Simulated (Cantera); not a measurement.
## Thermodynamics of silicon epitaxy and polysilicon growth, feed SiH2Cl2 + HCl + N2

Charge: 1 mol SiH2Cl2, 0.74 mol HCl, 100 mol N2, held at 0.100 bar.

Equilibrium computed with Cantera from the NASA thermochemical tables; the gas is ideal and each condensed phase is pure. Candidate condensed phases: NH4Cl, Si, Si3N4; 28 gas species. N2 is the only nitrogen source here; it is nearly inert below about 1500 K, so the nitride shown seldom forms there in practice. The tables' values for SiCl3 are old estimates; treat these amounts as uncertain. Kinetics and transport are ignored.

```
T (°C)   x N2   x HCl     x H2   x SiCl2   x SiCl4   x SiCl3  n Si3N4(s)
------  -----  ------  -------  --------  --------  --------  ----------
625     0.975  0.0191  0.00390   1.28e-9   0.00195   2.27e-7       0.267
675     0.975  0.0195  0.00370   9.16e-9   0.00185   7.08e-7       0.270
725     0.975  0.0198  0.00353   5.38e-8   0.00176   1.97e-6       0.273
775     0.975  0.0201  0.00338   2.66e-7   0.00169   4.95e-6       0.276
825     0.975  0.0203  0.00325   1.13e-6   0.00162   1.14e-5       0.278
875     0.975  0.0206  0.00314   4.22e-6   0.00155   2.43e-5       0.280
925     0.975  0.0207  0.00305   1.40e-5   0.00148   4.85e-5       0.281
975     0.975  0.0209  0.00298   4.20e-5   0.00140   9.02e-5       0.281
1025    0.975  0.0210  0.00294  0.000114   0.00129  0.000157       0.280
1075    0.974  0.0209  0.00295  0.000278   0.00114  0.000252       0.276
1125    0.974  0.0207  0.00305  0.000610  0.000938  0.000366       0.268
1175    0.974  0.0203  0.00326   0.00118  0.000682  0.000469       0.254
1225    0.974  0.0195  0.00365   0.00201  0.000425  0.000518       0.232
1275    0.974  0.0183  0.00423   0.00301  0.000229  0.000496       0.206
```
x: gas mole fraction; n: condensed amount in mol.

From 625 °C to 1275 °C the condensed part is Si3N4(s). The main Si-bearing gas is SiCl4 at 625 °C and SiCl2 at 1275 °C. The share of Si in condensed phases is highest at 975 °C (84.3 %) and lowest at 1275 °C (61.7 %).
